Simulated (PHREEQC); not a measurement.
A PHREEQC speciation (ion-association model, phreeqc.dat) at 30 °C gives pH 2.65 and these molalities:

```tsv
species	mol/kgw
FeSO4+	0.0315
SO4-2	0.0204
Fe(SO4)2-	0.00564
H+	0.00269
FeOH+2	0.00249
HSO4-	0.00246
Fe+3	0.00135
Fe2(OH)2+4	0.000932
FeHSO4+2	0.000385
Fe(OH)2+	0.000221
Fe3(OH)4+5	0.000182
```

What are the element totals, and what could have been dissolved in 1 kg of water to give them?

One answer among several that fit: totals Fe(3) 0.0440, S(6) 0.0660 mol/kgw, from 0.022 mol/kgw Fe2(SO4)3.

Precipitation was switched off in this run. Saturation is exceeded, for instance for Hematite (slow to form), Goethite (slow to form); the values hold only as long as no solid forms. Complexes and solids missing from the database can't appear.
